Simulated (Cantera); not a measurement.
Input: 1 mol c-C4F8, 0.21 mol Si, 2.9 mol H2, 0.67 mol HCl, equilibrated at 1.00 bar.

Method: chemical equilibrium by Gibbs-energy minimisation in Cantera with the NASA 1993 tables (ideal gas, pure condensed phases). Candidate condensed phases: C, C6H6, C7H8, C8H18, Si, SiC; 143 gas species. The feed counts by its element totals alone. The tables' values for SiF3, SiF2 are old estimates; treat these amounts as uncertain. Gases not in the tables: C2F6 and larger saturated fluorocarbons. Rates play no part.

x: gas mole fraction; n: condensed amount in mol.

```
T (K)   x HF    x Cl      x F   x CF2  x SiF4     x CF4    x HCl  n C(graphite)
-----  -----  ------  -------  ------  ------  --------  -------  -------------
2250   0.847  0.0652  0.00361  0.0103  0.0282    0.0217   0.0215           3.75
2350   0.843  0.0703      ___     ___  0.0279       ___      ___           3.74
2450   0.838  0.0734   0.0120  0.0233  0.0276    0.0103   0.0132           3.73
2550   0.831  0.0751      ___  0.0284  0.0272       ___      ___           3.73
2650   0.825  0.0757   0.0266  0.0299  0.0269   0.00230   0.0102           3.73
2750   0.820  0.0758   0.0350  0.0283  0.0265  0.000845  0.00967           3.75
2850   0.814  0.0755   0.0436  0.0250  0.0258  0.000288  0.00954           3.77
2950   0.808  0.0750   0.0521  0.0211  0.0247   9.54e-5  0.00961           3.78
```

What belongs in the gaps?


- 2550, x F: 0.0188
- 2550, x CF4: 0.00541
- 2550, x HCl: 0.0112
- 2350, x F: 0.00690
- 2350, x CF2: 0.0165
- 2350, x CF4: 0.0162
- 2350, x HCl: 0.0165
